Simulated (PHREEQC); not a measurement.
Make-up at 20 °C: 0.18 mol H2SO4, 0.0083 mol CaCl2 and 0.00031 mol H4SiO4 per kg of water. Closed to the air; pH follows from the charge balance.

All values are PHREEQC results (ion-association model, wateq4f.dat), not measurements.

No solid was allowed to form.

Order these Ca species by the share of Ca that they hold, largest first: CaHSO4+, CaSO4, Ca+2.

Ca+2 (52 %), CaHSO4+ (27 %), CaSO4 (21 %)

Order these S species by the share of S that they hold, largest first: HSO4-, CaSO4, SO4-2, CaHSO4+.

HSO4- (83 %), SO4-2 (15 %), CaHSO4+ (1.3 %), CaSO4 (0.96 %)

The pH is 0.78 and the ionic strength 0.251 mol/kgw. Examples of supersaturated solids here: Quartz (slow to form), Chalcedony (slow to form). Others may be too. Species that the database lacks are ignored.
